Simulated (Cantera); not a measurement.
Thermodynamics of iron carbonyl, mercury and lead vapours, feed HgO + N₂

Charge: 1 mol HgO, 0.3 mol N₂, held at 6600 Torr.

These are equilibrium values from Cantera (NASA tables, ideal gas, pure condensed phases), not measurements of a reactor. Candidate condensed phases: Hg, HgO; 10 gas species. Equilibrium is a limit: real reactors are often held back by kinetics, nucleation or transport.

```tsv
T (°C)	x N₂	x Hg	x O₂	x NO	x NO₂	n HgO(s)
277	0.999	0.000476	0.000238	1.48e-10	2.44e-10	1.000
302	0.998	0.00122	0.000611	5.64e-10	8.57e-10	1.000
327	0.996	0.00289	0.00145	1.92e-9	2.70e-9	0.999
352	0.990	0.00638	0.00319	5.91e-9	7.75e-9	0.998
377	0.980	0.0132	0.00660	1.66e-8	2.04e-8	0.996
402	0.961	0.0258	0.0129	4.31e-8	4.96e-8	0.992
427	0.928	0.0481	0.0240	1.03e-7	1.12e-7	0.984
452	0.872	0.0856	0.0428	2.30e-7	2.35e-7	0.971
477	0.780	0.146	0.0732	4.71e-7	4.57e-7	0.944
502	0.638	0.241	0.121	8.77e-7	8.10e-7	0.886
527	0.422	0.385	0.193	1.40e-6	1.23e-6	0.726
```
x: gas mole fraction; n: condensed amount in mol.

From 277 °C to 527 °C the condensed part is HgO(s). The main Hg-bearing gas is Hg throughout.
